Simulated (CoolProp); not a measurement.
Vapour-liquid equilibrium of R113 (1) + acetone (2) at 0.118 MPa; x and y are mole fractions of (1).

Values from CoolProp's multi-fluid Helmholtz-energy mixture model, Marx 1992 and Lemmon 2006; pair parameters Bell 2016.

Q: Give the bubble temperature and the first vapour's composition at x = 0.275, 0.35, 0.425. Is there an azeotrope?

A: x = 0.275: 51.4 °C, y = 0.428; x = 0.35: 50.3 °C, y = 0.485; x = 0.425: 49.6 °C, y = 0.533. y crosses x between x = 0.65 and 0.725: the model has an azeotrope there.

Pair parameters are fitted to limited data, so mixtures are less certain than the pure fluids.
